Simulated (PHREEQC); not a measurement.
Solution (25 °C): 0.065 mol/kgw CaCl2, 2.3e-05 mol/kgw CO2 and 0.0044 mol/kgw KCl. Closed to the air; pH follows from the charge balance.

Equilibrium calculation in PHREEQC: ion-association model, phreeqc.dat.

This is a speciation only: nothing precipitates in the calculation.

Order these C species by the share of C that they hold, largest first: CaHCO3+, CO2, HCO3-.

CO2 (81 %), HCO3- (15 %), CaHCO3+ (3.9 %)

The pH is 5.46 and the ionic strength 0.199 mol/kgw.
